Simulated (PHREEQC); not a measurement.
Nickel, zinc or cadmium bath

Dissolve 0.001 mol ZnSO4 and 0.00029 mol NaOH per kg of water at 25 °C. Closed to the air; pH follows from the charge balance.

The numbers come from PHREEQC with the ion-association model, wateq4f.dat.

```json
{
  "pH": "8.08",
  "ionic_strength": "0.00344 mol/kgw",
  "total_alkalinity": "0.290 meq/kg"
}
```

```tsv
species	molality	activity	log γ
SO4-2	0.000905	0.000703	-0.109
Zn+2	0.000722	0.000564	-0.107
Na+	0.000289	0.000271	-0.028
Zn(OH)2	0.000104	0.000104	0.000
ZnSO4	9.29e-5	9.30e-5	0.000
ZnOH+	7.99e-5	7.50e-5	-0.028
OH-	1.30e-6	1.21e-6	-0.028
NaSO4-	1.02e-6	9.56e-7	-0.027
```

No solid was allowed to form. Saturation is exceeded, for instance for Zn(OH)2-e, Zn4(OH)6SO4; the values hold only as long as no solid forms.
